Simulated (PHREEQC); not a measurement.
Dissolve 0.013 mol CaCl2, 0.26 mol Na2HPO4 and 0.088 mol NaCl per kg of water at 25 °C. Closed to the air; pH follows from the charge balance.

All values are PHREEQC results (ion-association model, phreeqc.dat), not measurements.

Precipitation was switched off in this run.

### Question
Estimate the pH, activity of water, ionic strength.

### Answer
pH 8.25; activity of water 0.984; ionic strength 0.769 mol/kgw.

### Question
In which forms is Na present?

### Answer
Na+ 93 %, NaHPO4- 7.2 % of the Na.

Examples of supersaturated solids here: Hydroxyapatite. Others may be too. Caution: at this ionic strength the ion-association model is outside its range; a Pitzer model would be the better tool where its parameters exist.
